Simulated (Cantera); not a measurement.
An isothermal plug-flow reactor at 1300 K and 1.38 atm (inlet), inlet velocity 0.43 m/s, active area per volume 100 1/m; feed CH4 : O2 : N2 = 0.0037 : 0.096 : 0.79 (molar parts), equivalence ratio 0.077.

Model: Deutschmann's 1995 Pt surface mechanism with GRI-Mech 3.0 gas chemistry, integrated in Cantera. Catalytic surfaces can have several steady states; this one follows from the mechanism file's or the stated starting coverage. Mass transfer to the wall is taken as infinitely fast.

Question: What does this change do: temperature 1300 to 925 K?

Answer: 
```csv
quantity,before,after
x(CH4) at z = 0.055 m,1.09e-10,0.00334
x(O2) at z = 0.055 m,0.0996,0.106
x(H2O) at z = 0.055 m,0.00831,0.00163
x(CO2) at z = 0.055 m,0.00415,0.000815
x(CO) at z = 0.055 m,4.75e-9,1.04e-6
θ(free Pt) at the exit,0.501,0.109
θ(O*) at the exit,0.498,0.890
```
